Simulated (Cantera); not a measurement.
Input: 1 mol Si2H6, 0.33 mol HCl, 6.7 mol N2, at 800 K and 100000 Pa.

Equilibrium computed with Cantera from the NASA thermochemical tables; the gas is ideal and each condensed phase is pure. Candidate condensed phases: NH4Cl, Si, Si3N4; 28 gas species. The feed counts by its element totals alone. N2 is the only nitrogen source here; it is nearly inert below about 1500 K, so the nitride shown seldom forms there in practice. Equilibrium is a limit: real reactors are often held back by kinetics, nucleation or transport.

Base state: N2 0.617, H2 0.344, HCl 0.0379, NH3 0.000475, SiCl4 2.03e-5 (mole fractions); condensed: Si3N4(s).

Q: What changes in the equilibrium state with this change: Si2H6 replaced by SiCl4?

A: 
| species | before | after |
|---|---|---|
| N2 | 0.617 | 0.834 |
| SiCl4 | 2.03e-5 | 0.125 |
| HCl | 0.0379 | 0.0411 |
| H2 | 0.344 | 1.34e-8 |
| NH3 | 0.000475 | <1e-9 |
| Si3N4(s), mol | 0.667 | 0 |

Q: What changes in the equilibrium state with this change: HCl from 0.33 to 1 mol?

A: 
| species | before | after |
|---|---|---|
| N2 | 0.617 | 0.574 |
| H2 | 0.344 | 0.322 |
| HCl | 0.0379 | 0.102 |
| SiCl4 | 2.03e-5 | 0.00127 |
| NH3 | 0.000475 | 0.000415 |
| Si3N4(s), mol | 0.667 | 0.663 |
